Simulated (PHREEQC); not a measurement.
Make-up at 25 °C: 0.05 mol/kgw HBr, 0.011 mol/kgw FeCl3 and 0.00011 mol/kgw CuCl2. It is in equilibrium with CO2 at log p = -2 (atm). Otherwise closed; pH follows from the charge balance.

Equilibrium calculation in PHREEQC: ion-association model, phreeqc.dat.

```json
[
 {"quantity": "pH", "before": "1.38", "after": "1.36"},
 {"quantity": "ionic strength (mol/kgw)", "before": "0.107", "after": "0.0985"},
 {"quantity": "Cl- (mol/kgw)", "before": "0.0305", "after": "0.0292"},
 {"quantity": "HCO3- (mol/kgw)", "before": "4.62e-9", "after": "1.90e-9"},
 {"quantity": "(CO2)2 (mol/kgw)", "before": "2.07e-9", "after": "1.11e-9"}
]
```

Q: What was changed between the two runs?
A. CuCl2 from 0.00011 to 1.1e-05 mol/kgw
B. diluted 5-fold with water
C. CuCl2 left out
D. HBr left out
E. temperature from 25 to 75 °C

A: E, temperature from 25 to 75 °C

This is a speciation only: nothing precipitates in the calculation. Some of these states are supersaturated (in Hematite (slow to form), Goethite (slow to form), for instance). At this temperature some constants are extrapolated from 25 °C, and those without enthalpy data are left unchanged.
